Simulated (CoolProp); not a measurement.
Vapour-liquid equilibrium of CH2F2 (R32) (1) + isobutane (2) at 274.5 K; x and y are mole fractions of (1).

Model: multi-fluid Helmholtz-energy mixture model, Tillner-Roth 1997 and Bücker 2006; pair parameters Bell 2016, in CoolProp.

```csv
x,bubble pressure (kPa),y at the bubble point,dew pressure at overall composition x (kPa),liquid density (mol/L)
0.05,340.9,0.512,173.5,10.19
0.15,596.0,0.725,194.5,10.66
0.25,743.4,0.785,221.0,11.19
0.35,817.4,0.810,255.5,11.78
0.45,849.6,0.821,302.4,12.46
0.55,862.8,0.826,369.5,13.27
0.65,870.9,0.831,473.2,14.26
0.75,880.1,0.840,651.1,15.48
0.85,888.9,0.864,885.4,17.03
0.95,878.6,0.929,871.0,19.01
```

y crosses x between x = 0.85 and 0.95: the model has an azeotrope there.

Pair parameters are fitted to limited data, so mixtures are less certain than the pure fluids. With so large a gap from Raoult's law the liquid may split in two, which this calculation doesn't test in full.
